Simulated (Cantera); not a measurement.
Charge: 1 mol CO, 1.2 mol CO2, at 2100 K and 1200000 Pa.

Cantera equilibrium calculation (NASA polynomials, part measured and part estimated; ideal gas, pure solids and liquids). Candidate condensed phases: C; 12 gas species. The numbers say what is thermodynamically allowed, not how fast it happens.

Task: What is the equilibrium state?

Result: 
```json
{
  "x(CO2)": "0.545",
  "x(CO)": "0.455",
  "x(O2)": "1.03e-6",
  "gas_amount": "2.200 mol",
  "log10 activity of C(graphite) (absent)": "-4.13"
}
```
